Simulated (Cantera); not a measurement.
**Ignition delay**

Mixture: CH4 : H2 : O2 : N2 = 1 : 0.13 : 4.69 : 19.7 (molar parts), equivalence ratio 0.44, at 5.00 bar, adiabatic and at constant volume. Ignition delay is the time to a rise of 400 K.

Cantera simulation using GRI-Mech 3.0 (53 species, 325 reactions); the numbers are that mechanism's predictions, not measurements.

```json
[
 {"T0 (K)": "1200", "delay (ms)": "2.21"},
 {"T0 (K)": "1300", "delay (ms)": "0.852"},
 {"T0 (K)": "1400", "delay (ms)": "0.346"},
 {"T0 (K)": "1500", "delay (ms)": "0.151"},
 {"T0 (K)": "1600", "delay (ms)": "0.0721"},
 {"T0 (K)": "1700", "delay (ms)": "0.0373"},
 {"T0 (K)": "1800", "delay (ms)": "0.0208"}
]
```

apparent activation energy between 1600 and 1800 K: 150 kJ/mol
